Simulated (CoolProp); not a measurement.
Propylene along the isotherm 126.45 °C: Z from the reference equation and from simpler models built on Tc = 91.1 °C, pc = 4.555 MPa, ω = 0.146; each cubic takes its own stable root.

The numbers come from the reference Helmholtz-energy equation of state, Lemmon 2013 in CoolProp.

```csv
p (MPa),phase,reference,Pitzer virial,Redlich-Kwong,Soave-Redlich-Kwong,Peng-Robinson
0.19,gas,0.9892,0.9894,0.9891,0.9894,0.9879
0.38,gas,0.9784,0.9789,0.9781,0.9787,0.9758
0.569,gas,0.9674,0.9684,0.9670,0.9679,0.9636
0.759,gas,0.9563,0.9579,0.9557,0.9570,0.9513
0.949,gas,0.9450,0.9473,0.9442,0.9459,0.9388
1.14,gas,0.9336,0.9367,0.9326,0.9346,0.9261
1.33,gas,0.9220,0.9261,0.9208,0.9233,0.9134
1.52,gas,0.9103,0.9156,0.9089,0.9118,0.9006
1.71,gas,0.8984,0.9050,0.8968,0.9001,0.8877
1.9,gas,0.8864,0.8945,0.8845,0.8883,0.8746
2.09,gas,0.8742,0.8839,0.8721,0.8763,0.8614
2.28,gas,0.8618,0.8734,0.8594,0.8642,0.8480
```
